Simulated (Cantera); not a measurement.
**Silicon nitride deposition: SiHCl₃ + N₂**

Input: 1 mol SiHCl₃, 18 mol N₂, equilibrated at 600 °C and 0.650 bar.

These are equilibrium values from Cantera (NASA tables, ideal gas, pure condensed phases), not measurements of a reactor. Candidate condensed phases: NH₄Cl, Si, Si₃N₄; 28 gas species. N₂ is the only nitrogen source here; it is nearly inert below about 1500 K, so the nitride shown seldom forms there in practice. The numbers say what is thermodynamically allowed, not how fast it happens.

```
Item                                 Result
--------------------------------  ---------
x(N₂)                                 0.925
x(HCl)                               0.0394
x(SiCl₄)                             0.0293
x(H₂)                               0.00640
x(SiHCl₃)                           1.02e-5
n(Si₃N₄(s))                       0.146 mol
gas amount                        19.15 mol
log10 activity of Si(s) (absent)      -8.93
```
